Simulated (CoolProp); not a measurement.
Properties of carbonyl sulfide along the isobar 0.438 MPa.

Values from CoolProp's reference Helmholtz-energy equation of state, Lemmon 2006. It is a short technical equation, of lower accuracy than the large ones.

```json
[
 {"T (K)": "245.2", "phase": "liquid", "density (kg/m³)": "1126", "cv (kJ/(kg K))": "0.7020", "Joule-Thomson coefficient (K/MPa)": "-0.3668", "expansivity (1/kK)": "2.037", "fugacity coefficient": "0.5567"},
 {"T (K)": "254.2", "phase": "liquid", "density (kg/m³)": "1105", "cv (kJ/(kg K))": "0.7015", "Joule-Thomson coefficient (K/MPa)": "-0.3337", "expansivity (1/kK)": "2.151", "fugacity coefficient": "0.7585"},
 {"T (K)": "263.3", "phase": "gas", "density (kg/m³)": "13.01", "cv (kJ/(kg K))": "0.5558", "Joule-Thomson coefficient (K/MPa)": "…", "expansivity (1/kK)": "4.888", "fugacity coefficient": "…"},
 {"T (K)": "272.3", "phase": "gas", "density (kg/m³)": "12.46", "cv (kJ/(kg K))": "0.5579", "Joule-Thomson coefficient (K/MPa)": "26.60", "expansivity (1/kK)": "4.578", "fugacity coefficient": "…"},
 {"T (K)": "281.4", "phase": "gas", "density (kg/m³)": "11.97", "cv (kJ/(kg K))": "0.5616", "Joule-Thomson coefficient (K/MPa)": "24.21", "expansivity (1/kK)": "4.317", "fugacity coefficient": "0.9430"},
 {"T (K)": "290.4", "phase": "gas", "density (kg/m³)": "11.53", "cv (kJ/(kg K))": "0.5660", "Joule-Thomson coefficient (K/MPa)": "22.19", "expansivity (1/kK)": "4.096", "fugacity coefficient": "0.9483"},
 {"T (K)": "299.5", "phase": "gas", "density (kg/m³)": "11.11", "cv (kJ/(kg K))": "…", "Joule-Thomson coefficient (K/MPa)": "20.43", "expansivity (1/kK)": "3.901", "fugacity coefficient": "0.9530"},
 {"T (K)": "308.5", "phase": "gas", "density (kg/m³)": "10.74", "cv (kJ/(kg K))": "0.5761", "Joule-Thomson coefficient (K/MPa)": "18.90", "expansivity (1/kK)": "3.730", "fugacity coefficient": "…"},
 {"T (K)": "317.6", "phase": "gas", "density (kg/m³)": "10.39", "cv (kJ/(kg K))": "0.5816", "Joule-Thomson coefficient (K/MPa)": "17.54", "expansivity (1/kK)": "3.576", "fugacity coefficient": "…"},
 {"T (K)": "326.6", "phase": "gas", "density (kg/m³)": "10.07", "cv (kJ/(kg K))": "0.5870", "Joule-Thomson coefficient (K/MPa)": "16.35", "expansivity (1/kK)": "3.439", "fugacity coefficient": "0.9640"},
 {"T (K)": "335.7", "phase": "gas", "density (kg/m³)": "9.761", "cv (kJ/(kg K))": "…", "Joule-Thomson coefficient (K/MPa)": "15.27", "expansivity (1/kK)": "3.313", "fugacity coefficient": "0.9669"},
 {"T (K)": "344.8", "phase": "gas", "density (kg/m³)": "9.476", "cv (kJ/(kg K))": "0.5980", "Joule-Thomson coefficient (K/MPa)": "14.31", "expansivity (1/kK)": "3.197", "fugacity coefficient": "…"},
 {"T (K)": "353.8", "phase": "gas", "density (kg/m³)": "9.212", "cv (kJ/(kg K))": "0.6033", "Joule-Thomson coefficient (K/MPa)": "13.44", "expansivity (1/kK)": "3.092", "fugacity coefficient": "0.9718"}
]
```

Task: Fill in the missing entries.

Result: 
- 263.3, Joule-Thomson coefficient (K/MPa): 29.41
- 263.3, fugacity coefficient: 0.9298
- 272.3, fugacity coefficient: 0.9368
- 299.5, cv (kJ/(kg K)): 0.5710
- 308.5, fugacity coefficient: 0.9571
- 317.6, fugacity coefficient: 0.9607
- 335.7, cv (kJ/(kg K)): 0.5925
- 344.8, fugacity coefficient: 0.9695
